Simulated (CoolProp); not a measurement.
The fluid at 483.76 K and 0.707 MPa flows at 0.13 m/s in a round tube of 6 mm bore and 1.5 µm roughness, fully developed (64/Re and Nu = 3.66 if laminar; Colebrook and Gnielinski if turbulent). The same conditions are run with several fluids, on thermodynamics alone (safety and materials aside).

The numbers come from the reference Helmholtz-energy equation of state of each fluid (methanol: de Reuck 1993; normal hydrogen: Leachman 2009; propylene: Lemmon 2013; sulfur hexafluoride: Guder 2009; R11: Jacobsen 1992) in CoolProp.

Rank methanol, normal hydrogen, propylene, sulfur hexafluoride, R11 by Reynolds number, highest first.

R11 (1190), sulfur hexafluoride (869), propylene (425), methanol (291), normal hydrogen (22.1)

| fluid | Darcy friction factor | pressure drop (Pa/m) | heat-transfer coefficient (W/(m² K)) | mass flow (kg/h) |
|---|---|---|---|---|
| methanol | 0.220 | 1.81 | 22.7 | 0.0774 |
| normal hydrogen | 2.89 | 1.44 | 162 | 0.00468 |
| propylene | 0.150 | 1.60 | 25.3 | 0.1000 |
| sulfur hexafluoride | 0.0737 | 2.70 | 16.6 | 0.344 |
| R11 | 0.0540 | 1.93 | 9.95 | 0.337 |

Transport values come from each fluid's own correlations; those of propylene, R11 are estimates that may be off by 10 % or more.
